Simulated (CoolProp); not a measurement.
A simple Rankine cycle with water: condensing at 313.15 K, boiler at 0.142 MPa, turbine inlet 532.8 K, turbine efficiency 0.75, pump efficiency 0.8, no recuperator. Each further row changes one setting.

Computed with CoolProp (reference Helmholtz-energy equation of state, Wagner 2002).

```
case                             thermal efficiency (%)  net work (kJ/kg)  heat in (kJ/kg)  turbine exit temperature (K)  volume ratio over the turbine
-------------------------------  ----------------------  ----------------  ---------------  ----------------------------  -----------------------------
as stated                                          14.0               396             2820                         325.1                           11.8
turbine inlet 552.8 K                              14.3               409             2860                         339.5                           11.8
condensing temperature 305.15 K                    15.4               440             2860                         305.1                           17.1
boiler pressure 0.0994 MPa                         12.7               358             2830                         345.8                           8.75
turbine efficiency 0.65                            12.1               343             2820                         352.9                           12.8
```

The expansion ends wet for: condensing temperature 305.15 K.
